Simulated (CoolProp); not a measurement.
Neopentane along the isobar 10.4 bar: fugacity coefficient from the reference equation and from simpler models built on Tc = 433.7 K, pc = 31.96 bar, ω = 0.196; each cubic takes its own stable root.

Computed with CoolProp (reference Helmholtz-energy equation of state, Lemmon 2006). It is a short technical equation, of lower accuracy than the large ones.

```tsv
T (K)	phase	reference
323.2	liquid	0.3200
330.4	liquid	0.3796
337.5	liquid	0.4448
344.7	liquid	0.5175
351.9	liquid	0.5969
359	liquid	0.6814
366.2	liquid	0.7733
373.4	gas	0.8236
380.5	gas	0.8344
```

Question: How far does each simpler model (Soave-Redlich-Kwong, Peng-Robinson) lie from the reference over these 9 states: mean and median of the absolute difference, and the worst?

Answer: 
- Soave-Redlich-Kwong: mean 0.9 %, median 1.1 %, worst +1.2 % at 351.9 K and 10.4 bar
- Peng-Robinson: mean 1.0 %, median 1.0 %, worst -1.3 % at 380.5 K and 10.4 bar
